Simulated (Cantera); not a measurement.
A Cantera script and what it prints.

```python
import numpy as np
import cantera as ct

gas_names = [...]  # 87 gases of nasa_gas.yaml made of C, H, Si
cond_names = """
    C(gr) C6H6(L) C7H8(L) C8H18(L),n-octa Si(cr) Si(L) SiC(b)
""".split()


# ... load() reads the species with a 1 bar reference pressure and builds the phases ...
atoms = {
    'Si(CH3)4': {'Si': 1, 'C': 4, 'H': 12},
    'C3H8': {'C': 3, 'H': 8},
    'H2': {'H': 2},
}
top_T = {'C(gr)': 4500, 'SiC(b)': 3050}  # K; cautious upper limits of use, not melting points


# ... equilibrate(T, P, feed) seeds the gas with the atoms and calls Mixture.equilibrate('TP', solver="vcs", rtol=1e-11, max_steps=5000) ...
results = []
feed = {'Si(CH3)4': 1, 'C3H8': 0.016, 'H2': 6.6}  # mol
P = 5200  # Pa
for T in [1048, 1198, 1348, 1498, 1648, 1798, 1948, 2098]:
    mix = equilibrate(T, P, feed)
    results.append((T, P, feed, dict(zip(mix.species_names, mix.species_moles))))
    x = sorted(zip(gas.X, gas.species_names), reverse=True)
    print(f"T = {T:g} K  P = {P:g} Pa  gas = {mix.phase_moles(0):.4g} mol")
    print("   x: " + "  ".join(f"{s} {v:.3e}" for v, s in x if v > 0.0001))
    print("   condensed (mol): " + ("  ".join(f"{mix.phase(i).name} {mix.phase_moles(i):.4g}"
          for i in range(1, mix.n_phases) if mix.phase_moles(i) > 1e-12) or "none"))
```

Output:

```
T = 1048 K  P = 5200 Pa  gas = 12.63 mol
   x: H2 9.970e-01  CH4 3.018e-03
   condensed (mol): C(gr) 3.01  SiC(b) 1
T = 1198 K  P = 5200 Pa  gas = 12.65 mol
   x: H2 9.992e-01  CH4 8.326e-04
   condensed (mol): C(gr) 3.037  SiC(b) 1
T = 1348 K  P = 5200 Pa  gas = 12.66 mol
   x: H2 9.997e-01  CH4 3.032e-04
   condensed (mol): C(gr) 3.044  SiC(b) 1
T = 1498 K  P = 5200 Pa  gas = 12.66 mol
   x: H2 9.998e-01  CH4 1.349e-04
   condensed (mol): C(gr) 3.046  SiC(b) 1
T = 1648 K  P = 5200 Pa  gas = 12.67 mol
   x: H2 9.995e-01  H 3.904e-04
   condensed (mol): C(gr) 3.046  SiC(b) 1
T = 1798 K  P = 5200 Pa  gas = 12.67 mol
   x: H2 9.982e-01  H 1.543e-03  C2H2,acetylene 1.722e-04
   condensed (mol): C(gr) 3.043  SiC(b) 1
T = 1948 K  P = 5200 Pa  gas = 12.7 mol
   x: H2 9.945e-01  H 4.942e-03  C2H2,acetylene 5.360e-04
   condensed (mol): C(gr) 3.034  SiC(b) 0.9996
T = 2098 K  P = 5200 Pa  gas = 12.75 mol
   x: H2 9.849e-01  H 1.339e-02  C2H2,acetylene 1.406e-03  Si 1.945e-04
   condensed (mol): C(gr) 3.015  SiC(b) 0.9967
```

These are equilibrium values from Cantera (NASA tables, ideal gas, pure condensed phases), not measurements of a reactor. Gases not in the tables: Si2H6 and higher silanes.
